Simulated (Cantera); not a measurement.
An isothermal, constant-pressure homogeneous reactor starts with 93.5 % N2O, 6.54 % H2O, at 1398 K and 1.01 bar.

Cantera simulation using GRI-Mech 3.0 (53 species, 325 reactions); the numbers are that mechanism's predictions, not measurements. GRI-Mech 3.0 was tuned for natural gas; its chemistry of N2O as a main component is partial and can be far from experiment. The mechanism lacks the step 2 NO + O2 → 2 NO2, which can matter for NO2 below about 1400 K. The temperature is held fixed by assumption; the heat of reaction is taken as removed at once.

One state of this run: x N2O = 0.192; x H2O = 0.0488; x NO2 = 0.000952; x HO2 = 7.23e-7; x N2 = 0.470; x NO = 0.0717. x: mole fraction; the columns are a selection and need not sum to one.

**Question.** Which value of t (s) does it belong to?
(A) 0.0779
(B) 0.000920
(C) 0.000303
(D) 20.0

**Answer.** A, 0.0779
